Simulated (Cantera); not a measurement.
A perfectly stirred reactor is fed with CO : H2 : O2 : N2 = 1 : 0.073 : 0.894 : 10.7 (molar parts), at 1.00 bar; it is adiabatic with a 600 K inlet, and is followed from long to short residence time, starting on the burning branch (τ in s: 0.34, 0.13, 0.052, 0.02, 0.0079, 0.0031, 0.0012, 0.00047, 0.00018, 7.2e-05, 2.8e-05, 1.1e-05).

Model: GRI-Mech 3.0 (53 species, 325 reactions), integrated in Cantera.

**Question.** What does this change do: N2 10.7 to 16 parts?

**Answer.** 
```csv
quantity,before,after
"blow-out, bracketed by the residence times tried","burning at 20.0 ms, out at 7.90 ms","burning at 0.340 s, out at 0.130 s"
x(CO) at τ = 0.340 s,0.00126,0.00530
x(H2) at τ = 0.340 s,1.88e-5,6.22e-5
x(O2) at τ = 0.340 s,0.0300,0.0231
x(H2O2) at τ = 0.340 s,7.19e-8,2.51e-7
x(OH) at τ = 0.340 s,8.44e-5,1.05e-5
x(CO) at τ = 1.20 ms,0.0789,0.0557
x(H2) at τ = 1.20 ms,0.00576,0.00406
x(O2) at τ = 1.20 ms,0.0706,0.0498
x(H2O2) at τ = 1.20 ms,<1e-12,<1e-12
x(OH) at τ = 1.20 ms,<1e-12,<1e-12
```

**Question.** What does this change do: inlet temperature 600 to 525 K?

**Answer.** 
```tsv
quantity	before	after
blow-out, bracketed by the residence times tried	burning at 20.0 ms, out at 7.90 ms	burning at 52.0 ms, out at 20.0 ms
x(CO) at τ = 0.340 s	0.00126	0.00164
x(H2) at τ = 0.340 s	1.88e-5	2.21e-5
x(O2) at τ = 0.340 s	0.0300	0.0302
x(H2O2) at τ = 0.340 s	7.19e-8	1.04e-7
x(OH) at τ = 0.340 s	8.44e-5	5.84e-5
x(CO) at τ = 1.20 ms	0.0789	0.0789
x(H2) at τ = 1.20 ms	0.00576	0.00576
x(O2) at τ = 1.20 ms	0.0706	0.0706
x(H2O2) at τ = 1.20 ms	<1e-12	<1e-12
x(OH) at τ = 1.20 ms	<1e-12	<1e-12
```
